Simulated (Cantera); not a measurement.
Input: 1 mol C6H6, 1.4 mol H2O, 35 mol H2, held at 652 °C and 1.00 bar.

Method: chemical equilibrium by Gibbs-energy minimisation in Cantera with the NASA 1993 tables (ideal gas, pure condensed phases). Candidate condensed phases: C, C6H6, C7H8, C8H18, H2O; 110 gas species. Equilibrium is a limit: real reactors are often held back by kinetics, nucleation or transport.

Base state: H2 0.811, CH4 0.149, H2O 0.0210, CO 0.0174, CO2 0.000909 (mole fractions); condensed: C(graphite).

Task: What changes in the equilibrium state with this change: H2 from 35 to 1.2 mol?

Result: 
| species | before | after |
|---|---|---|
| H2 | 0.811 | 0.678 |
| CH4 | 0.149 | 0.104 |
| H2O | 0.0210 | 0.0958 |
| CO | 0.0174 | 0.0952 |
| CO2 | 0.000909 | 0.0272 |
| C(graphite), mol | 0.159 | 4.71 |
